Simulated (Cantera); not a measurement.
**Equilibrium for nitride etching: AlN + Cl2**

A closed system holds: 1 mol AlN, 0.87 mol Cl2.

Method: chemical equilibrium by Gibbs-energy minimisation in Cantera with the NASA 1993 tables (ideal gas, pure condensed phases). Candidate condensed phases: Al, AlCl3, AlN; 11 gas species. The tables' values for AlCl2 are old estimates. Rates play no part.

### Question
Map the stable condensed phases over T = 875, 975, 1075, 1175, 1275, 1375, 1475, 1575, 1675, 1775, 1875, 1975, 2075 K and P in Pa = 1, 5.2, 27, 140, 720, 3700, 19000, 100000.

### Answer
```
T in K \ P in Pa
              1    5.2     27    140    720   3700  19000 100000
   2075       A      A      A      A      A      A      A      A
   1975       A      A      A      A      A      A      A      B
   1875       A      A      A      A      A      A      B      B
   1775       A      A      A      A      A      A      B      B
   1675       A      A      A      A      A      B      B      B
   1575       A      A      A      A      B      B      B      B
   1475       A      A      A      B      B      B      B      B
   1375       A      B      B      B      B      B      B      B
   1275       B      B      B      B      B      B      B      B
   1175       B      B      B      B      B      B      B      B
   1075       B      B      B      B      B      B      B      B
    975       B      B      B      B      B      B      B      B
    875       B      B      B      B      B      B      B      B
```
A: gas only; B: AlN.
